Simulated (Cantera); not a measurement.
Mixture: CO : H₂ : O₂ : N₂ = 1 : 1 : 0.714 : 2.69 (molar parts), equivalence ratio 1.4, at 9.87 atm, adiabatic and at constant pressure. Ignition delay is the time to a rise of 400 K.

Cantera simulation using GRI-Mech 3.0 (53 species, 325 reactions); the numbers are that mechanism's predictions, not measurements. The hydrogen kinetics of GRI-Mech 3.0 are dated; newer H2 mechanisms differ, most at raised pressure. Where the delays flatten at high temperature, the 400 K rule measures the pace of heat release, not the induction time.

**Question.** Predict: delay at 1323 K; delay at 1398 K; delay at 1473 K; delay at 1548 K; delay at 1623 K; delay at 1698 K; delay at 1773 K.

**Answer.** 
| Property | Value |
|---|---|
| delay at 1323 K | 4.63 µs |
| delay at 1398 K | 2.85 µs |
| delay at 1473 K | 2.02 µs |
| delay at 1548 K | 1.55 µs |
| delay at 1623 K | 1.26 µs |
| delay at 1698 K | 1.06 µs |
| delay at 1773 K | 0.928 µs |
